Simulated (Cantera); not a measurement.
An isothermal plug-flow reactor at 1148 K and 3.50 bar (inlet), inlet velocity 0.87 m/s, active area per volume 710 1/m; feed CH4 : O2 : N2 = 0.0021 : 0.069 : 0.79 (molar parts), equivalence ratio 0.061.

Computed with Cantera and Deutschmann's 1995 Pt surface mechanism with GRI-Mech 3.0 gas chemistry. Catalytic surfaces can have several steady states; this one follows from the mechanism file's or the stated starting coverage. Mass transfer to the wall is taken as infinitely fast.

What does this change do: CH4 0.0021 to 0.0013 parts?


```json
[
 {"quantity": "x(CH4) at z = 0.014 m", "before": "0.000239", "after": "0.000155"},
 {"quantity": "x(O2) at z = 0.014 m", "before": "0.0758", "after": "0.0775"},
 {"quantity": "x(H2O) at z = 0.014 m", "before": "0.00432", "after": "0.00267"},
 {"quantity": "x(CO2) at z = 0.014 m", "before": "0.00213", "after": "0.00132"},
 {"quantity": "x(CO) at z = 0.014 m", "before": "4.57e-7", "after": "2.63e-7"},
 {"quantity": "θ(free Pt) at the exit", "before": "0.297", "after": "0.296"},
 {"quantity": "θ(O*) at the exit", "before": "0.701", "after": "0.703"},
 {"quantity": "θ(OH*) at the exit", "before": "0.00160", "after": "0.00126"}
]
```

What does this change do: area per volume 710 to 220 1/m?


| quantity | before | after |
|---|---|---|
| x(CH4) at z = 0.014 m | 0.000239 | 0.00112 |
| x(O2) at z = 0.014 m | 0.0758 | 0.0776 |
| x(H2O) at z = 0.014 m | 0.00432 | 0.00251 |
| x(CO2) at z = 0.014 m | 0.00213 | 0.00121 |
| x(CO) at z = 0.014 m | 4.57e-7 | 3.35e-6 |
| θ(free Pt) at the exit | 0.297 | 0.296 |
| θ(O*) at the exit | 0.701 | 0.703 |
| θ(OH*) at the exit | 0.00160 | 0.00123 |
